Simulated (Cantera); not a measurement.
## Adiabatic ignition

An adiabatic, constant-volume homogeneous reactor starts with CH4 : CO : O2 : N2 : H2O = 1 : 0.58 : 3.58 : 13.5 : 0.83 (molar parts), equivalence ratio 0.64, at 1698 K and 0.987 atm.

Model: GRI-Mech 3.0 (53 species, 325 reactions), integrated in Cantera.

| t (s) | T (K) | P (bar) | x CH4 | x CO | x O2 | x CH2O | x HO2 | x CH2 |
|---|---|---|---|---|---|---|---|---|
| 2.00e-6 | 1698 | 1.000 | 0.0513 | 0.0298 | 0.184 | 3.74e-8 | 6.41e-7 | 7.45e-12 |
| 4.55e-6 | 1698 | 1.000 | 0.0513 | 0.0298 | 0.184 | 2.44e-7 | 1.36e-6 | 2.98e-11 |
| 1.04e-5 | 1698 | 1.000 | 0.0513 | 0.0298 | 0.184 | 1.51e-6 | 2.66e-6 | 1.25e-10 |
| 2.36e-5 | 1698 | 1.000 | 0.0512 | 0.0298 | 0.184 | 9.51e-6 | 4.59e-6 | 6.75e-10 |
| 5.37e-5 | 1698 | 1.000 | 0.0510 | 0.0297 | 0.184 | 6.48e-5 | 7.84e-6 | 5.57e-9 |
| 0.000122 | 1703 | 1.00 | 0.0492 | 0.0298 | 0.182 | 0.000578 | 3.10e-5 | 1.44e-7 |
| 0.000278 | 2702 | 1.62 | <1e-12 | 0.0248 | 0.0709 | 1.04e-10 | 1.23e-5 | <1e-12 |
| 0.000632 | 2759 | 1.65 | <1e-12 | 0.0222 | 0.0683 | 1.01e-10 | 1.42e-5 | <1e-12 |
| 0.00144 | 2752 | 1.64 | <1e-12 | 0.0220 | 0.0655 | 9.92e-11 | 1.36e-5 | <1e-12 |
| 0.00328 | 2745 | 1.64 | <1e-12 | 0.0219 | 0.0631 | 9.79e-11 | 1.31e-5 | <1e-12 |
| 0.00746 | 2744 | 1.64 | <1e-12 | 0.0218 | 0.0626 | 9.76e-11 | 1.29e-5 | <1e-12 |
| 0.0170 | 2744 | 1.64 | <1e-12 | 0.0218 | 0.0626 | 9.76e-11 | 1.29e-5 | <1e-12 |
| 0.0386 | 2744 | 1.64 | <1e-12 | 0.0218 | 0.0626 | 9.76e-11 | 1.29e-5 | <1e-12 |
| 0.0879 | 2744 | 1.64 | <1e-12 | 0.0218 | 0.0626 | 9.76e-11 | 1.29e-5 | <1e-12 |
| 0.200 | 2744 | 1.64 | <1e-12 | 0.0218 | 0.0626 | 9.76e-11 | 1.29e-5 | <1e-12 |
x: mole fraction; the columns are a selection and need not sum to one.

* **time of steepest temperature rise**: 0.196 ms
* **temperature at 0.200 s**: 2744 K
* **equilibrium temperature**: 2744 K
* **x(CH4) at 0.200 s**: <1e-12 (gas-phase equilibrium <1e-12)
* **x(CO) at 0.200 s**: 0.0218 (gas-phase equilibrium 0.0218)
* **x(O2) at 0.200 s**: 0.0626 (gas-phase equilibrium 0.0626)
